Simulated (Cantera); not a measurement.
# Reactions in the system F-H-Mg-O

Standard-state values (1 bar) from the NASA 1993 polynomials, evaluated with Cantera. Values are per mole of reaction as written; species without (g) are pure solids or liquids, kept so even where they would boil at 1 bar.

3 MgF2 + 6 H(g) + O3(g) = 6 HF(g) + 3 MgO

```json
[
 {"T (K)": "550", "ΔH° (kJ)": "-1534.4", "ΔS° (J/K)": "-19.5", "ΔG° (kJ)": "-1523.6", "log10 K": "144.70"},
 {"T (K)": "625", "ΔH° (kJ)": "-1540.6", "ΔS° (J/K)": "-30.1", "ΔG° (kJ)": "-1521.8", "log10 K": "127.18"},
 {"T (K)": "700", "ΔH° (kJ)": "-1547.0", "ΔS° (J/K)": "-39.8", "ΔG° (kJ)": "-1519.1", "log10 K": "113.36"},
 {"T (K)": "775", "ΔH° (kJ)": "-1553.5", "ΔS° (J/K)": "-48.6", "ΔG° (kJ)": "-1515.8", "log10 K": "102.16"},
 {"T (K)": "850", "ΔH° (kJ)": "-1560.1", "ΔS° (J/K)": "-56.8", "ΔG° (kJ)": "-1511.9", "log10 K": "92.91"},
 {"T (K)": "925", "ΔH° (kJ)": "-1566.7", "ΔS° (J/K)": "-64.2", "ΔG° (kJ)": "-1507.3", "log10 K": "85.12"},
 {"T (K)": "1000", "ΔH° (kJ)": "-1573.3", "ΔS° (J/K)": "-71.0", "ΔG° (kJ)": "-1502.2", "log10 K": "78.47"},
 {"T (K)": "1075", "ΔH° (kJ)": "-1579.8", "ΔS° (J/K)": "-77.3", "ΔG° (kJ)": "-1496.7", "log10 K": "72.72"}
]
```
